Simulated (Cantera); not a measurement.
**Stirred combustor or abatement burner**

A perfectly stirred reactor is fed with 7.75 % CH₄, 19.4 % O₂, 72.9 % N₂, equivalence ratio 0.80, at 8.70 bar; it is adiabatic with a 748 K inlet, and is followed from long to short residence time, starting on the burning branch (τ in s: 0.05, 0.029, 0.017, 0.01, 0.0059, 0.0034, 0.002, 0.0012, 0.00068, 0.0004, 0.00023, 0.00014, 7.9e-05).

Detailed kinetics in Cantera: GRI-Mech 3.0 (53 species, 325 reactions).

```json
[
 {"τ (s)": "0.050", "T (K)": "2319", "x CH₄": "7.48e-7", "x O₂": "0.0367", "x NO": "0.00422", "x CO₂": "0.0755", "x H₂O₂": "4.01e-7"},
 {"τ (s)": "0.029", "T (K)": "2320", "x CH₄": "1.27e-6", "x O₂": "0.0371", "x NO": "0.00343", "x CO₂": "0.0755", "x H₂O₂": "4.05e-7"},
 {"τ (s)": "0.017", "T (K)": "2321", "x CH₄": "2.13e-6", "x O₂": "0.0375", "x NO": "0.00263", "x CO₂": "0.0754", "x H₂O₂": "4.10e-7"},
 {"τ (s)": "0.010", "T (K)": "2322", "x CH₄": "3.55e-6", "x O₂": "0.0379", "x NO": "0.00192", "x CO₂": "0.0753", "x H₂O₂": "4.15e-7"},
 {"τ (s)": "0.0059", "T (K)": "2322", "x CH₄": "5.86e-6", "x O₂": "0.0382", "x NO": "0.00135", "x CO₂": "0.0752", "x H₂O₂": "4.22e-7"},
 {"τ (s)": "0.0034", "T (K)": "2320", "x CH₄": "9.81e-6", "x O₂": "0.0386", "x NO": "0.000916", "x CO₂": "0.0750", "x H₂O₂": "4.31e-7"},
 {"τ (s)": "0.0020", "T (K)": "2317", "x CH₄": "1.59e-5", "x O₂": "0.0389", "x NO": "0.000631", "x CO₂": "0.0746", "x H₂O₂": "4.43e-7"},
 {"τ (s)": "0.0012", "T (K)": "2311", "x CH₄": "2.48e-5", "x O₂": "0.0392", "x NO": "0.000450", "x CO₂": "0.0741", "x H₂O₂": "4.61e-7"},
 {"τ (s)": "0.00068", "T (K)": "2302", "x CH₄": "3.98e-5", "x O₂": "0.0397", "x NO": "0.000320", "x CO₂": "0.0732", "x H₂O₂": "4.93e-7"},
 {"τ (s)": "0.00040", "T (K)": "2289", "x CH₄": "6.05e-5", "x O₂": "0.0403", "x NO": "0.000241", "x CO₂": "0.0720", "x H₂O₂": "5.39e-7"},
 {"τ (s)": "0.00023", "T (K)": "2271", "x CH₄": "9.25e-5", "x O₂": "0.0412", "x NO": "0.000185", "x CO₂": "0.0703", "x H₂O₂": "6.08e-7"},
 {"τ (s)": "0.00014", "T (K)": "2249", "x CH₄": "0.000135", "x O₂": "0.0423", "x NO": "0.000147", "x CO₂": "0.0682", "x H₂O₂": "6.94e-7"},
 {"τ (s)": "7.9e-5", "T (K)": "2217", "x CH₄": "0.000210", "x O₂": "0.0439", "x NO": "0.000113", "x CO₂": "0.0652", "x H₂O₂": "8.24e-7"}
]
```
x: mole fraction; the columns are a selection and need not sum to one.
